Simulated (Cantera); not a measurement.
**Equilibrium for halide evaporation, hydrolysis and transport: FeCl₃ + H₂**

Feed: 1 mol FeCl₃, 0.32 mol H₂, equilibrated at 1.33 mbar.

Method: chemical equilibrium by Gibbs-energy minimisation in Cantera with the NASA 1993 tables (ideal gas, pure condensed phases). Candidate condensed phases: Fe, FeCl₂, FeCl₃; 11 gas species. Rates play no part.

From 875 K to 1175 K nothing is condensed. The main Fe-bearing gas is FeCl₂ throughout.

| T (K) | x FeCl₂ | x HCl | x FeCl₃ | x Cl₂ | x Fe₂Cl₄ | x Cl | x Fe₂Cl₆ | x H₂ |
|---|---|---|---|---|---|---|---|---|
| 875 | 0.355 | 0.400 | 0.222 | 8.32e-5 | 0.0225 | 1.15e-5 | 0.00136 | 2.23e-9 |
| 900 | 0.368 | 0.396 | 0.221 | 0.000178 | 0.0140 | 2.70e-5 | 0.000795 | 2.10e-9 |
| 925 | 0.377 | 0.394 | 0.220 | 0.000374 | 0.00873 | 6.13e-5 | 0.000479 | 1.95e-9 |
| 950 | 0.383 | 0.392 | 0.218 | 0.000764 | 0.00551 | 0.000134 | 0.000296 | 1.80e-9 |
| 975 | 0.387 | 0.391 | 0.216 | 0.00150 | 0.00354 | 0.000281 | 0.000186 | 1.68e-9 |
| 1000 | 0.391 | 0.390 | 0.213 | 0.00281 | 0.00233 | 0.000564 | 0.000119 | 1.60e-9 |
| 1025 | 0.396 | 0.389 | 0.207 | 0.00498 | 0.00157 | 0.00108 | 7.56e-5 | 1.56e-9 |
| 1050 | 0.403 | 0.387 | 0.199 | 0.00822 | 0.00109 | 0.00197 | 4.77e-5 | 1.59e-9 |
| 1075 | 0.411 | 0.384 | 0.188 | 0.0126 | 0.000776 | 0.00339 | 2.95e-5 | 1.69e-9 |
| 1100 | 0.422 | 0.381 | 0.173 | 0.0179 | 0.000568 | 0.00556 | 1.79e-5 | 1.89e-9 |
| 1125 | 0.433 | 0.378 | 0.156 | 0.0237 | 0.000424 | 0.00865 | 1.05e-5 | 2.23e-9 |
| 1150 | 0.445 | 0.374 | 0.139 | 0.0294 | 0.000322 | 0.0129 | 6.06e-6 | 2.73e-9 |
| 1175 | 0.457 | 0.370 | 0.120 | 0.0345 | 0.000247 | 0.0184 | 3.41e-6 | 3.47e-9 |
x: gas mole fraction; nothing condenses.
